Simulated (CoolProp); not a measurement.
Vapour-liquid equilibrium of fluoroethane (R161) (1) + R134a (2) at 253.1 K; x and y are mole fractions of (1).

The numbers come from the multi-fluid Helmholtz-energy mixture model, Wu 2012 and Tillner-Roth 1994; pair parameters Bell 2016 in CoolProp.

```tsv
x	bubble pressure, mixture model (bar)	bubble pressure, Raoult's law (bar)	y, mixture model	y, Raoult's law
0.05	1.353	1.365	…	0.078
0.2	1.445	1.485	…	0.286
0.35	1.549	1.605	0.446	0.464
0.5	1.665	1.726	…	0.616
0.65	…	1.846	…	0.749
0.8	1.931	1.966	…	0.865
0.95	…	2.087	…	0.968
```

Problem. What belongs in the gaps?

Solution. 
- 0.05, y, mixture model: 0.069
- 0.2, y, mixture model: 0.266
- 0.5, y, mixture model: 0.608
- 0.65, bubble pressure, mixture model (bar): 1.793
- 0.65, y, mixture model: 0.750
- 0.8, y, mixture model: 0.871
- 0.95, bubble pressure, mixture model (bar): 2.077
- 0.95, y, mixture model: 0.971

The largest gap from Raoult's law is -3.5 % in bubble pressure, at x = 0.5. No azeotrope shows between x = 0.05 and 0.95.

Pair parameters are fitted to limited data, so mixtures are less certain than the pure fluids.
